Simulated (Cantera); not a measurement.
What does this Cantera script print?

```python
import numpy as np
import cantera as ct

gas_names = """
    B BCL BCL2 BCL3 BH BH2 BH3 BO BOCL BO2 B2 B2O B2O2 B2O3 B3O3CL3 B3O3H3 CL CLO CL2 H HBO HBO2 HCL
    HOCL HO2 H2 H2O H2O2 H3B3O6 O OH O2 O3
""".split()
cond_names = """
    B(b) B(L) B2O3(L) B3O3H3(cr) H2O(s) H2O(L)
""".split()


# ... load() reads the species with a 1 bar reference pressure and builds the phases ...
atoms = {
    'BCl3': {'B': 1, 'CL': 3},
    'H2O': {'H': 2, 'O': 1},
}
top_T = {}  # K; cautious upper limits of use, not melting points


# ... equilibrate(T, P, feed) seeds the gas with the atoms and calls Mixture.equilibrate('TP', solver="vcs", rtol=1e-11, max_steps=5000) ...
results = []
T = 1248  # K
P = 22000  # Pa
for m in [0.71, 1, 1.4, 2, 2.9, 4.1, 5.8, 8.3]:
    feed = {'BCl3': 1, 'H2O': m}  # mol
    mix = equilibrate(T, P, feed)
    results.append((T, P, feed, dict(zip(mix.species_names, mix.species_moles))))
    x = sorted(zip(gas.X, gas.species_names), reverse=True)
    print(f"T = {T:g} K  P = {P:g} Pa  n(H2O) = {m:g} mol  gas = {mix.phase_moles(0):.4g} mol")
    print("   x: " + "  ".join(f"{s} {v:.3e}" for v, s in x if v > 0.0001))
    print("   condensed (mol): " + ("  ".join(f"{mix.phase(i).name} {mix.phase_moles(i):.4g}"
          for i in range(1, mix.n_phases) if mix.phase_moles(i) > 1e-12) or "none"))
```

It prints:

```
T = 1248 K  P = 22000 Pa  n(H2O) = 0.71 mol  gas = 1.947 mol
   x: HCL 7.292e-01  BCL3 2.095e-01  B3O3CL3 6.102e-02  BOCL 1.346e-04
   condensed (mol): B2O3(L) 0.1178
T = 1248 K  P = 22000 Pa  n(H2O) = 1 mol  gas = 2.334 mol
   x: HCL 8.569e-01  BCL3 1.106e-01  B3O3CL3 3.222e-02  BOCL 1.088e-04
   condensed (mol): B2O3(L) 0.258
T = 1248 K  P = 22000 Pa  n(H2O) = 1.4 mol  gas = 2.867 mol
   x: HCL 9.763e-01  BCL3 1.804e-02  B3O3CL3 5.255e-03
   condensed (mol): B2O3(L) 0.4514
T = 1248 K  P = 22000 Pa  n(H2O) = 2 mol  gas = 3.502 mol
   x: HCL 8.565e-01  H2O 1.418e-01  HBO2 1.286e-03  H3B3O6 2.460e-04
   condensed (mol): B2O3(L) 0.4965
T = 1248 K  P = 22000 Pa  n(H2O) = 2.9 mol  gas = 4.403 mol
   x: HCL 6.813e-01  H2O 3.158e-01  HBO2 1.920e-03  H3B3O6 8.178e-04
   condensed (mol): B2O3(L) 0.4904
T = 1248 K  P = 22000 Pa  n(H2O) = 4.1 mol  gas = 5.603 mol
   x: HCL 5.354e-01  H2O 4.607e-01  HBO2 2.319e-03  H3B3O6 1.441e-03
   condensed (mol): B2O3(L) 0.4814
T = 1248 K  P = 22000 Pa  n(H2O) = 5.8 mol  gas = 7.302 mol
   x: H2O 5.845e-01  HCL 4.108e-01  HBO2 2.612e-03  H3B3O6 2.059e-03
   condensed (mol): B2O3(L) 0.4679
T = 1248 K  P = 22000 Pa  n(H2O) = 8.3 mol  gas = 9.801 mol
   x: H2O 6.884e-01  HCL 3.060e-01  HBO2 2.835e-03  H3B3O6 2.632e-03
   condensed (mol): B2O3(L) 0.4474
```

These are equilibrium values from Cantera (NASA tables, ideal gas, pure condensed phases), not measurements of a reactor. The tables' values for BOCl are old estimates; treat these amounts as uncertain. Gases not in the tables: H3BO3.
